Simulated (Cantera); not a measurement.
A closed system holds: 1 mol Si2Cl6, 0.96 mol NH3, 1.3 mol N2, held at 1848.15 K and 1.00 Torr.

These are equilibrium values from Cantera (NASA tables, ideal gas, pure condensed phases), not measurements of a reactor. Candidate condensed phases: NH4Cl, Si, Si3N4; 28 gas species. The feed counts by its element totals alone. The tables' values for SiCl3, SiCl are old estimates; treat these amounts as uncertain. Equilibrium is a limit: real reactors are often held back by kinetics, nucleation or transport.

Base state: SiCl2 0.313, HCl 0.304, N2 0.284, H2 0.0761, Cl 0.0122, SiCl3 0.00517, H 0.00401, SiCl 0.00111 (mole fractions); condensed: gas only.

Task: What changes in the equilibrium state with this change: NH3 from 0.96 to 1.2 mol?

Result: 
| species | before | after |
|---|---|---|
| SiCl2 | 0.313 | 0.291 |
| HCl | 0.304 | 0.287 |
| N2 | 0.284 | 0.282 |
| H2 | 0.0761 | 0.121 |
| Cl | 0.0122 | 0.00910 |
| SiCl4 | 0.000126 | 6.55e-5 |
| Si | 0.000420 | 0.000698 |
